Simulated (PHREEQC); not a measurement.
Synthetic water in mmol/kgw, 25 °C, pH 6.78, pe 10.5: Na 152; K 8.58; Ca 3.82; Mg 11.2; Cl 179; S(6) 0.682; Alkalinity (meq/kgw) 0.631; Br 0.0825; Cu(2) 0.0355; Zn 0.835; B 0.0433.

Valence states are taken as typed.

Model: ion-association model, wateq4f.dat, run in PHREEQC.

This is a speciation only: nothing precipitates in the calculation.

### Question
Order these Zn species by the share of Zn that they hold, largest first: ZnSO4, Zn+2, ZnCl2, ZnHCO3+, ZnCl+.

### Answer
Zn+2 (82 %), ZnCl+ (13 %), ZnHCO3+ (1.8 %), ZnCl2 (1.2 %), ZnSO4 (0.76 %)

### Question
Order these S species by the share of S that they hold, largest first: KSO4-, CaSO4, SO4-2, MgSO4, NaSO4-.

### Answer
SO4-2 (64 %), MgSO4 (16 %), NaSO4- (14 %), CaSO4 (4.3 %), KSO4- (1.1 %)

The pH is 6.78 and the ionic strength 0.202 mol/kgw. Examples of supersaturated solids here: Atacamite, Malachite. Others may be too. The database's constant for dissolved Cu(OH)2 is higher than later reviews accept.
